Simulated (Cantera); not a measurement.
Counterflow diffusion flame

A counterflow diffusion flame at 2.20 bar, nozzles 20 mm apart: fuel side H2 : N2 = 1 : 2 (molar parts) at 425 K, oxidiser side O2 : N2 = 0.2 : 0.8 (molar parts) at 748 K, fuel mass flux 0.94 times the oxidiser's; mixture-averaged transport, no radiation.

Computed with Cantera and the H2/O2 subset of GRI-Mech 3.0, which has no nitrogen chemistry. The hydrogen kinetics of GRI-Mech 3.0 are dated; newer H2 mechanisms differ, most at raised pressure. The maximum strain rate includes the flame's own expansion and is several times the mean.

| oxidiser flux (kg/m²/s) | max strain (1/s) | mean strain (1/s) | T max (K) | peak x OH | peak x H | peak x H2O | peak x HO2 |
|---|---|---|---|---|---|---|---|
| 1.3 | 384 | 115 | 2072 | 0.00717 | 0.00464 | 0.207 | 1.24e-5 |
| 2 | 581 | 176 | 2042 | 0.00756 | 0.00553 | 0.205 | 1.91e-5 |
| 3 | 857 | 264 | 2006 | 0.00779 | 0.00647 | 0.202 | 2.78e-5 |
| 4.4 | 1240 | 388 | 1968 | 0.00796 | 0.00748 | 0.199 | 3.87e-5 |
| 6.7 | 1860 | 590 | 1930 | 0.00819 | 0.00874 | 0.196 | 5.31e-5 |
| 10 | 2740 | 881 | 1890 | 0.00828 | 0.0100 | 0.193 | 6.91e-5 |
| 15 | 4050 | 1320 | 1843 | 0.00824 | 0.0114 | 0.189 | 8.80e-5 |
| 22 | 5860 | 1940 | 1794 | 0.00804 | 0.0126 | 0.185 | 0.000109 |
x: mole fraction; the columns are a selection and need not sum to one.
